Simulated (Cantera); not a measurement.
What does this Cantera script print?

```python
import numpy as np
import cantera as ct

gas = ct.Solution("h2o2.yaml")
gas.TPX = 348, 360000, {'H2': 1, 'O2': 0.549, 'N2': 2.07}
flame = ct.FreeFlame(gas, width=0.016)
flame.set_refine_criteria(ratio=3, slope=0.08, curve=0.16)
flame.transport_model = "mixture-averaged"
flame.solve(loglevel=0, auto=True)
z, T = flame.grid, flame.T
thick = (T[-1] - T[0]) / np.gradient(T, z).max()
show = ['H2', 'O2', 'H2O2', 'H', 'HO2', 'O']
print(f"laminar burning velocity  {flame.velocity[0] * 100:.3f} cm/s")
print(f"burnt temperature         {T[-1]:.1f} K")
print(f"thermal thickness         {thick * 1e3:.4f} mm")
print(f"grid points               {len(z)}")
z0 = z[flame.heat_release_rate.argmax()]
print(f"{'z/mm':>9s}{'T/K':>9s}{'u/(m/s)':>9s}" + "".join(f"{s:>11s}" for s in show))
rows = []
for k in (-3, -2, -1.5, -1, -0.5, -0.25, 0, 0.25, 0.5, 1, 2, 4, 8):
    zz = z0 + k * thick
    rows.append([k * thick, np.interp(zz, z, T), np.interp(zz, z, flame.velocity),
                 *(np.interp(zz, z, flame.X[gas.species_index(s)]) for s in show)])
    print(f"{rows[-1][0] * 1e3:9.3f}{rows[-1][1]:9.1f}{rows[-1][2]:9.3f}" + "".join(f"{x:11.3e}" for x in rows[-1][3:]))
```

It prints:

```
laminar burning velocity  222.388 cm/s
burnt temperature         2338.1 K
thermal thickness         0.0751 mm
grid points               109
     z/mm      T/K  u/(m/s)         H2         O2       H2O2          H        HO2          O
   -0.225    348.0    2.224  2.763e-01  1.517e-01  2.964e-11  1.203e-15  1.416e-10  2.199e-11
   -0.150    348.0    2.223  2.761e-01  1.518e-01  1.205e-09  3.243e-14  5.582e-09  4.825e-10
   -0.113    348.3    2.223  2.753e-01  1.519e-01  1.954e-08  9.039e-13  8.921e-08  4.522e-09
   -0.075    350.8    2.227  2.712e-01  1.528e-01  4.312e-07  9.290e-11  1.944e-06  5.471e-08
   -0.038    424.6    2.602  2.400e-01  1.574e-01  4.377e-05  1.586e-06  2.493e-04  3.601e-06
   -0.019    769.5    4.525  1.867e-01  1.483e-01  1.435e-04  1.180e-03  8.334e-04  1.950e-04
    0.000   1239.6    7.116  1.194e-01  1.136e-01  4.602e-05  9.183e-03  3.594e-04  2.133e-03
    0.019   1564.4    8.910  6.490e-02  7.125e-02  6.620e-06  1.758e-02  1.751e-04  5.324e-03
    0.038   1748.9    9.925  3.870e-02  4.691e-02  3.556e-06  1.899e-02  9.633e-05  6.729e-03
    0.075   1935.0   10.914  2.505e-02  3.267e-02  1.954e-06  1.409e-02  4.922e-05  6.180e-03
    0.150   2092.6   11.710  1.868e-02  2.725e-02  1.171e-06  7.626e-03  2.654e-05  4.043e-03
    0.301   2209.4   12.277  1.247e-02  2.371e-02  7.867e-07  3.457e-03  1.376e-05  2.258e-03
    0.601   2283.1   12.623  7.364e-03  2.151e-02  5.628e-07  1.395e-03  7.359e-06  1.184e-03
```

Computed with Cantera and the H2/O2 subset of GRI-Mech 3.0, which has no nitrogen chemistry. The hydrogen kinetics of GRI-Mech 3.0 are dated; newer H2 mechanisms differ, most at raised pressure. Burning velocities carry a grid error of a few per cent, more on coarse grids.
